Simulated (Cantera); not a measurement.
An isothermal, constant-pressure homogeneous reactor starts with H2 : O2 : N2 = 0.33 : 1 : 7.7 (molar parts), equivalence ratio 0.17, at 925 K and 0.493 atm.

Computed with Cantera and the H2/O2 subset of GRI-Mech 3.0, which has no nitrogen chemistry. Below about 950 K walls govern HO2 and H2O2 in real vessels. The temperature is held fixed by assumption; the heat of reaction is taken as removed at once.

x: mole fraction; the columns are a selection and need not sum to one.

```tsv
t (s)	x H2	x O2	x H	x OH	x HO2
2.00e-6	0.0365	0.111	<1e-12	<1e-12	<1e-12
1.50e-5	0.0365	0.111	1.95e-12	<1e-12	2.79e-12
0.000112	0.0365	0.111	1.35e-11	1.68e-12	3.67e-11
0.000843	0.0365	0.111	(withheld)	1.86e-10	6.18e-9
0.00632	0.00743	0.0975	(withheld)	1.25e-5	3.17e-5
0.0474	0.00531	0.0966	(withheld)	5.50e-7	1.95e-5
0.356	0.00197	0.0951	(withheld)	3.61e-7	1.14e-5
2.67	0.000109	0.0942	(withheld)	9.48e-8	1.38e-6
20.0	4.62e-6	0.0942	7.51e-12	1.08e-8	8.65e-8
```

Problem. Fill in the missing entries.

Solution. 
- 0.000843, x H: 1.33e-9
- 0.00632, x H: 1.17e-5
- 0.0474, x H: 3.99e-7
- 0.356, x H: 1.03e-7
- 2.67, x H: 1.55e-9
